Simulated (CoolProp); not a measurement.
Values from CoolProp's reference Helmholtz-energy equation of state, Lemmon 2006. It is a short technical equation, of lower accuracy than the large ones.

Question: For carbon monoxide, give the phase and the cp (kJ/(kg K)) at -114.25 °C and 437 kPa; -114.25 °C and 3060 kPa; -114.25 °C and 4810 kPa.

Answer: 
- -114.25 °C and 437 kPa: gas; cp 1.08
- -114.25 °C and 3060 kPa: gas; cp 1.49
- -114.25 °C and 4810 kPa: supercritical; cp 2.09
